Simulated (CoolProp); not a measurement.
Vapour-liquid equilibrium of n-hexane (1) + hexamethyldisiloxane (MM) (2) at 0.0164 MPa; x and y are mole fractions of (1).

Model: multi-fluid Helmholtz-energy mixture model, Thol 2019 and Thol 2016; pair parameters Bell 2016, in CoolProp.

Give the bubble temperature and the first vapour's composition at x = 0.05, 0.2, 0.275. Is there an azeotrope?

x = 0.05: 46.3 °C, y = 0.128; x = 0.2: 41.0 °C, y = 0.413; x = 0.275: 38.7 °C, y = 0.521. No azeotrope shows between x = 0.05 and 0.95.

The pair parameters rest on a limited set of measurements; away from them the model extrapolates.
